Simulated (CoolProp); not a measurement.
CH3F (R41) at several states: Z from the reference equation and from simpler models built on Tc = 317.3 K, pc = 59.06 bar, ω = 0.200; each cubic takes its own stable root.

The numbers come from the reference Helmholtz-energy equation of state, Lemmon 2006 in CoolProp. It is a short technical equation, of lower accuracy than the large ones.

```
T (K)  p (bar)          phase  reference
-----  -------  -------------  ---------
252       64.3         liquid     0.1372
213.8     14.6         liquid    0.03319
345.4      174  supercritical     0.3947
143.6     1.26         liquid   0.003661
```

Problem. How far does each simpler model (Redlich-Kwong, Soave-Redlich-Kwong, Peng-Robinson) lie from the reference over these 4 states: mean and median of the absolute difference, and the worst?

Solution. 
- Redlich-Kwong: mean 28.8 %, median 29.1 %, worst +30.8 % at 252 K and 64.3 bar
- Soave-Redlich-Kwong: mean 27.7 %, median 27.2 %, worst +30.3 % at 345.4 K and 174 bar
- Peng-Robinson: mean 13.9 %, median 12.8 %, worst +18.7 % at 345.4 K and 174 bar
